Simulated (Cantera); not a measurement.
A perfectly stirred reactor is fed with CO : O2 : H2O : N2 = 0.003 : 0.044 : 0.00067 : 1 (molar parts), equivalence ratio 0.034, at 3750 Torr; it is held at 1450 K, and followed from long to short residence time.

Cantera simulation using GRI-Mech 3.0 (53 species, 325 reactions); the numbers are that mechanism's predictions, not measurements.

x: mole fraction; the columns are a selection and need not sum to one.

| τ (s) | x CO | x O2 | x H2O | x NO | x NO2 | x H2O2 |
|---|---|---|---|---|---|---|
| 6.9 | 7.15e-6 | 0.0406 | 0.000638 | 2.22e-6 | 4.17e-8 | 2.20e-10 |
| 2.4 | 1.57e-5 | 0.0406 | 0.000638 | 2.26e-6 | 5.73e-8 | 3.74e-10 |
| 0.81 | 3.51e-5 | 0.0406 | 0.000637 | 2.40e-6 | 7.81e-8 | 6.49e-10 |
| 0.28 | 7.63e-5 | 0.0407 | 0.000636 | 2.54e-6 | 9.74e-8 | 1.12e-9 |
| 0.094 | 0.000167 | 0.0407 | 0.000634 | 2.50e-6 | 1.05e-7 | 1.99e-9 |
| 0.032 | 0.000351 | 0.0408 | 0.000632 | … | 8.80e-8 | 3.51e-9 |
| 0.011 | 0.000691 | 0.0409 | 0.000629 | … | 5.44e-8 | 5.97e-9 |
| 0.0037 | 0.00125 | 0.0412 | 0.000626 | … | 2.29e-8 | 9.28e-9 |
| 0.0013 | 0.00190 | 0.0415 | 0.000624 | … | 6.32e-9 | 1.17e-8 |

Some entries are withheld; supply them.


- 0.032, x NO: 2.09e-6
- 0.011, x NO: 1.36e-6
- 0.0037, x NO: 6.23e-7
- 0.0013, x NO: 1.84e-7
